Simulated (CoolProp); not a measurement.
Computed with CoolProp (reference Helmholtz-energy equation of state, Zhou 2012).

Task: For m-xylene, give the phase and the density (kg/m³), cp (kJ/(kg K)), isothermal compressibility (1/MPa), viscosity (µPa s) at 346.85 °C and 1220 kPa; 346.85 °C and 1360 kPa.

Result: 
- 346.85 °C and 1220 kPa: gas; density 29.0, cp 2.33, isothermal compressibility 0.960, viscosity 13.8
- 346.85 °C and 1360 kPa: gas; density 33.0, cp 2.35, isothermal compressibility 0.882, viscosity 13.9

Viscosity comes from a separate model (Cao 2016).
